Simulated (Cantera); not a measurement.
An isothermal, constant-pressure homogeneous reactor starts with 1.16 % CO, 0.339 % O₂, 1.55 % H₂O, 96.9 % N₂, at 975 K and 128 Torr.

Detailed kinetics in Cantera: GRI-Mech 3.0 (53 species, 325 reactions).

Problem. Predict: x(CO) at 200 s; x(H₂O) at 200 s; x(OH) at 200 s.

Solution. x(CO) at 200 s: 0.00173 (gas-phase equilibrium 0.00164)
x(H₂O) at 200 s: 0.0124 (gas-phase equilibrium 0.0123)
x(OH) at 200 s: 1.79e-9 (gas-phase equilibrium 1.10e-12)
